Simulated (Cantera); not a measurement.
## Fe + NH₃ + N₂ + CO (metals in furnace atmospheres)

Feed: 1 mol Fe, 14 mol NH₃, 48 mol N₂, 0.6 mol CO, at 1.00 Torr.

Equilibrium computed with Cantera from the NASA thermochemical tables; the gas is ideal and each condensed phase is pure. Candidate condensed phases: C, C₆H₆, C₇H₈, C₈H₁₈, Fe, Fe(CO)₅, FeO, Fe(OH)₂, Fe(OH)₃, Fe₂O₃, Fe₃O₄, H₂O; 140 gas species. Kinetics and transport are ignored.

From 577 °C to 877 °C the condensed part is Fe(α). From 927 °C to 977 °C the condensed part is Fe(γ).

```tsv
T (°C)	x N₂	x H₂	x CO	x CH₄	x H₂O	x H	x CO₂	x HCN	n Fe(α)	n Fe(γ)
577	0.718	0.274	0.00779	3.68e-5	3.40e-5	2.94e-10	2.95e-6	8.02e-8	1.00	0
627	0.718	0.274	0.00782	1.51e-5	1.44e-5	1.68e-9	9.41e-7	1.87e-7	1.00	0
677	0.718	0.274	0.00783	6.67e-6	6.72e-6	7.98e-9	3.44e-7	3.94e-7	1.00	0
727	0.718	0.274	0.00783	3.01e-6	3.59e-6	3.25e-8	1.47e-7	7.25e-7	1.00	0
777	0.718	0.274	0.00783	1.29e-6	2.32e-6	1.16e-7	7.80e-8	1.11e-6	1.00	0
827	0.718	0.274	0.00783	5.03e-7	1.83e-6	3.71e-7	5.17e-8	1.38e-6	1.00	0
877	0.718	0.274	0.00783	1.90e-7	1.66e-6	1.07e-6	3.98e-8	1.50e-6	1.00	0
927	0.718	0.274	0.00783	7.39e-8	1.59e-6	2.83e-6	3.31e-8	1.54e-6	0	1.000
977	0.718	0.274	0.00783	3.04e-8	1.56e-6	6.93e-6	2.85e-8	1.55e-6	0	1.000
```
x: gas mole fraction; n: condensed amount in mol.
